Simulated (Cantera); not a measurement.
A perfectly stirred reactor is fed with N₂O : H₂O = 1 : 0.16 (molar parts), at 0.188 atm; it is held at 1075 K, and followed from long to short residence time.

Cantera simulation using GRI-Mech 3.0 (53 species, 325 reactions); the numbers are that mechanism's predictions, not measurements. GRI-Mech 3.0 was tuned for natural gas; its chemistry of N2O as a main component is partial and can be far from experiment. The mechanism lacks the step 2 NO + O2 → 2 NO2, which can matter for NO2 below about 1400 K. The temperature is held fixed by assumption; the heat of reaction is taken as removed at once.

Problem. What does this change do: temperature 1075 to 1573 K?

Solution. 
```csv
quantity,before,after
x(N₂O) at τ = 1.50 s,0.837,0.0138
x(H₂O) at τ = 1.50 s,0.137,0.0968
x(OH) at τ = 1.50 s,6.87e-6,0.000538
x(N₂) at τ = 1.50 s,0.0170,0.555
x(H₂O₂) at τ = 1.50 s,3.02e-8,2.05e-8
x(N₂O) at τ = 62.0 ms,0.861,0.202
x(H₂O) at τ = 62.0 ms,0.138,0.106
x(OH) at τ = 62.0 ms,4.24e-6,0.000751
x(N₂) at τ = 62.0 ms,0.000727,0.419
x(H₂O₂) at τ = 62.0 ms,1.00e-7,4.61e-8
```

Problem. What does this change do: temperature 1075 to 1475 K?

Solution. 
| quantity | before | after |
|---|---|---|
| x(N₂O) at τ = 1.50 s | 0.837 | 0.0386 |
| x(H₂O) at τ = 1.50 s | 0.137 | 0.0981 |
| x(OH) at τ = 1.50 s | 6.87e-6 | 0.000327 |
| x(N₂) at τ = 1.50 s | 0.0170 | 0.539 |
| x(H₂O₂) at τ = 1.50 s | 3.02e-8 | 2.32e-8 |
| x(N₂O) at τ = 62.0 ms | 0.861 | 0.412 |
| x(H₂O) at τ = 62.0 ms | 0.138 | 0.116 |
| x(OH) at τ = 62.0 ms | 4.24e-6 | 0.000440 |
| x(N₂) at τ = 62.0 ms | 0.000727 | 0.288 |
| x(H₂O₂) at τ = 62.0 ms | 1.00e-7 | 5.50e-8 |
